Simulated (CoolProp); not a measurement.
Sulfur dioxide along the isotherm 3.55 °C: fugacity coefficient from the reference equation and from simpler models built on Tc = 157.5 °C, pc = 7887 kPa, ω = 0.256; each cubic takes its own stable root.

Computed with CoolProp (reference Helmholtz-energy equation of state, Gao 2016).

```csv
p (kPa),phase,reference,van der Waals,Redlich-Kwong,Soave-Redlich-Kwong,Peng-Robinson
1080,liquid,0.1625,0.8352,0.2874,0.1635,0.1643
2150,liquid,0.08332,0.4346,0.1479,0.08406,0.08426
3230,liquid,0.05664,0.2997,0.1009,0.05728,0.05726
4300,liquid,0.04344,0.2331,0.07760,0.04404,0.04391
5380,liquid,0.03546,0.1930,0.06354,0.03603,0.03583
6450,liquid,0.03020,0.1666,0.05428,0.03075,0.03050
7530,liquid,0.02641,0.1478,0.04762,0.02696,0.02667
8600,liquid,0.02361,0.1340,0.04270,0.02416,0.02383
9680,liquid,0.02142,0.1232,0.03886,0.02197,0.02162
10800,liquid,0.01962,0.1145,0.03570,0.02017,0.01979
11800,liquid,0.01830,0.1081,0.03340,0.01886,0.01846
```
